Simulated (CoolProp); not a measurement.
Properties of nitrous oxide along the isotherm 80.65 °C (Tc = 36.4 °C, pc = 7.245 MPa, ω = 0.161).

Model: reference Helmholtz-energy equation of state, Lemmon 2006, in CoolProp. It is a short technical equation, of lower accuracy than the large ones.

```
p (MPa)          phase  density (kg/m³)  Joule-Thomson coefficient (K/MPa)  isothermal compressibility (1/MPa)  expansivity (1/kK)  fugacity coefficient
-------  -------------  ---------------  ---------------------------------  ----------------------------------  ------------------  --------------------
1.21               gas              [?]                              7.398                              0.8598               3.212                0.9629
2.41               gas            39.08                              7.404                              0.4510               3.675                0.9268
3.62               gas            61.44                              7.390                              0.3157               4.252                0.8912
4.83               gas            86.19                              7.345                              0.2505               4.980                   [?]
6.04               gas            113.9                              7.256                              0.2138               5.918                0.8219
7.24               gas            145.2                              7.100                              0.1921                 [?]                   [?]
8.45     supercritical              [?]                                [?]                              0.1789               8.789                0.7553
9.66     supercritical            224.3                              6.449                              0.1707                 [?]                   [?]
10.9     supercritical            275.9                              5.861                              0.1632               13.70                0.6902
```

Question: What belongs in the gaps?

Answer: 
- 1.21, density (kg/m³): 18.82
- 4.83, fugacity coefficient: 0.8562
- 7.24, expansivity (1/kK): 7.143
- 7.24, fugacity coefficient: 0.7884
- 8.45, density (kg/m³): 181.6
- 8.45, Joule-Thomson coefficient (K/MPa): 6.844
- 9.66, expansivity (1/kK): 10.97
- 9.66, fugacity coefficient: 0.7228
